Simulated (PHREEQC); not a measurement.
A solution holds 0.024 mol KH2PO4 and 0.00067 mol HCl per kg of water, at 25 °C. Closed to the air; pH follows from the charge balance.

The numbers come from PHREEQC with the ion-association model, wateq4f.dat.

Task: The ionic strength comes out as 0.0242 mol/kgw. What activity coefficients do H2PO4-, K+, Cl-, H+, HPO4-2 get?

Result: H2PO4- 0.87, K+ 0.86, Cl- 0.86, H+ 0.88, HPO4-2 0.56.

Precipitation was switched off in this run. H3PO4, which wateq4f.dat lacks, is added to it with the constant of phreeqc.dat.
